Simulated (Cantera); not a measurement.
## Chlorosilane synthesis and conversion: SiCl₄ + Cl₂ + H₂

Input: 1 mol SiCl₄, 0.95 mol Cl₂, a varied amount of H₂, at 1152 °C and 0.880 bar.

Equilibrium computed with Cantera from the NASA thermochemical tables; the gas is ideal and each condensed phase is pure. Candidate condensed phases: Si; 19 gas species. The tables' values for SiCl₃ are old estimates; treat these amounts as uncertain. Equilibrium is a limit: real reactors are often held back by kinetics, nucleation or transport.

```csv
n(H₂) (mol),x HCl,x SiCl₄,x H₂,x Cl₂,x Cl,x SiCl₃,x SiHCl₃,x SiCl₂
0.46,0.379,0.412,1.96e-8,0.194,0.0161,9.95e-6,1.67e-9,9.45e-10
0.58,0.455,0.393,3.96e-8,0.138,0.0136,1.12e-5,2.67e-9,1.26e-9
0.72,0.537,0.373,9.45e-8,0.0805,0.0104,1.40e-5,5.14e-9,2.06e-9
0.89,0.625,0.351,5.56e-7,0.0186,0.00499,2.74e-5,2.44e-8,8.40e-9
1.1,0.630,0.317,0.0433,2.43e-7,1.80e-5,0.00685,0.00171,0.000582
1.4,0.582,0.279,0.122,7.36e-8,9.94e-6,0.0109,0.00457,0.00169
1.7,0.541,0.249,0.188,4.12e-8,7.44e-6,0.0130,0.00675,0.00268
2.1,0.495,0.217,0.261,2.49e-8,5.78e-6,0.0146,0.00892,0.00387
```
x: gas mole fraction; nothing condenses.

From 0.46 mol H₂ to 2.1 mol H₂ nothing is condensed. The main Si-bearing gas is SiCl₄ throughout.
